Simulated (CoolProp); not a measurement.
Aqueous sodium chloride as a coolant, 8 % by mass, freezing at -5.1 °C, 1 atm.

Model: Melinder's fits for secondary coolants, in CoolProp.

```tsv
T (°C)	cp (kJ/(kg K))	Prandtl number	density (kg/m³)	conductivity (W/(m K))
0.1	3.770	13.4	1061	0.557
4.6	3.777	11.6	1060	0.565
9.2	3.784	10.0	1059	0.573
13.7	3.791	8.76	1058	0.580
18.3	3.798	7.71	1056	0.588
22.9	3.804	6.85	1055	0.595
27.4	3.809	6.14	1053	0.603
32	3.815	5.54	1051	0.610
36.5	3.820	5.06	1049	0.617
```
